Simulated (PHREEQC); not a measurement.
PHREEQC input (Pitzer model, pitzer.dat):

```
SOLUTION 1
  temp 30
  units mol/kgw
  pH 7 charge
  Cl 0.21
  K 0.11
  Na 0.1509
  C(4) 0.0201
  S(6) 0.0074
END
USE solution 1
INCREMENTAL_REACTIONS false
REACTION 1
  H2O -1
  0 9.886 18.011 24.689 30.178 34.689 38.397 41.444
  43.949 46.007 47.699 49.089 50.232 51.172 51.944 52.578
  53.1 53.528 53.88 54.17 54.408 54.603 54.764 54.896
  55.005 55.094 55.168 55.228 moles
EQUILIBRIUM_PHASES 1
  Arcanite 0 0
  Burkeite 0 0
  Glaserite 0 0
  Halite 0 0
  Kalicinite 0 0
  Mirabilite 0 0
  Misenite 0 0
  Nahcolite 0 0
  Natron 0 0
  Sylvite 0 0
  Thenardite 0 0
  Trona 0 0
SELECTED_OUTPUT 1
  -reset false
  -pH true
  -pe true
  -ionic_strength true
  -water true
  -activities H2O
  -totals C Cl K Na S
  -molalities H+ Na+ K+ Cl- CO3-2 SO4-2 OH- HCO3- CO2 HSO4-
  -equilibrium_phases Arcanite Burkeite Glaserite Halite Kalicinite Mirabilite Misenite Nahcolite Natron Sylvite
    Thenardite Trona
PRINT
  -reset false
END
```

Selected output (columns that matter, 10 of 28 rows; water left (kg) added in front):

```
water left (kg)	pH	mu	C	Cl	K	Na	S	m_H+	m_Na+	la_H2O	Glaserite	Halite	Sylvite	Trona
1	10.3	0.28388	0.0201	0.21	0.11	0.1509	0.0074	6.8916e-11	0.1509	-0.003501	0	0	0	0
0.555207	10.236	0.51168	0.036203	0.37824	0.19812	0.27179	0.013328	8.1345e-11	0.27179	-0.0062484	0	0	0	0
0.308245	10.148	0.922	0.065208	0.68128	0.35686	0.48955	0.024007	9.7187e-11	0.48955	-0.011226	0	0	0	0
0.171145	10.039	1.6609	0.11744	1.227	0.64273	0.88171	0.043238	1.1203e-10	0.88171	-0.020444	0	0	0	0
0.0950275	9.9182	2.9916	0.21152	2.2099	1.1576	1.588	0.077872	1.1142e-10	1.588	-0.038361	0	0	0	0
0.0527621	9.8327	5.3882	0.38095	3.9801	2.0848	2.86	0.14025	7.3006e-11	2.86	-0.07632	0	0	0	0
0.0293054	9.8219	8.5037	0.68588	6.0828	2.6133	5.1302	0.2144	3.0167e-11	5.1302	-0.13863	0.00055851	0	0.031741	0
0.016172	10.301	9.3293	0.87311	6.1684	2.2424	6.0564	0.22639	9.025e-12	6.0564	-0.15298	0.0018694	0.042116	0.068128	0.00299
0.00890152	10.861	10.321	1.4117	5.5543	2.1472	6.5981	0.20256	3.2293e-12	6.5981	-0.15848	0.0027984	0.078067	0.082491	0.003767
0.00487474	11.508	12.299	2.4745	4.404	1.9529	7.7222	0.16939	1.0866e-12	7.7222	-0.17082	0.0032871	0.097913	0.090618	0.0040186
```
